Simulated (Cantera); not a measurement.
## Equilibrium for metals in furnace atmospheres: Cu + CO

Input: 1 mol Cu, 1.4 mol CO, equilibrated at 1702 °C.

Method: chemical equilibrium by Gibbs-energy minimisation in Cantera with the NASA 1993 tables (ideal gas, pure condensed phases). Candidate condensed phases: C, Cu, CuO, Cu₂O; 15 gas species. Kinetics and transport are ignored.

```
P (Pa)    x CO      x Cu     x Cu₂     x CO₂       x C    x C₃O₂  n Cu(l)  n C(graphite)
-------  -----  --------  --------  --------  --------  --------  -------  -------------
10       0.583     0.417   1.93e-5   1.33e-8   1.30e-8    <1e-12        0              0
41       0.583     0.417   7.92e-5   1.47e-8   1.18e-8    <1e-12        0              0
160      0.584     0.416  0.000309   2.11e-8   8.20e-9    <1e-12        0              0
670      0.584     0.415   0.00128   6.60e-8   2.63e-9    <1e-12        0              0
2700     0.873     0.126  0.000478   5.95e-7  6.53e-10  6.88e-12    0.796              0
11000    0.969    0.0309  0.000117   2.98e-6  1.60e-10  3.45e-11    0.955              0
45000    0.992   0.00756   2.87e-5   1.28e-5  3.92e-11  1.48e-10    0.989              0
180000   0.998   0.00189   7.16e-6   5.17e-5  9.80e-12  5.99e-10    0.997              0
740000   0.999  0.000460   1.74e-6  0.000213  2.38e-12   2.47e-9    0.999       0.000299
3000000  0.999  0.000113   4.30e-7  0.000864    <1e-12   1.00e-8    1.000        0.00121
```
x: gas mole fraction; n: condensed amount in mol.

From 10.0 Pa to 6.70 mbar nothing is condensed. From 27.0 mbar to 1.80 bar the condensed part is Cu(l). From 7.40 bar to 30.0 bar the condensed part is C(graphite) + Cu(l). The main Cu-bearing gas is Cu throughout.
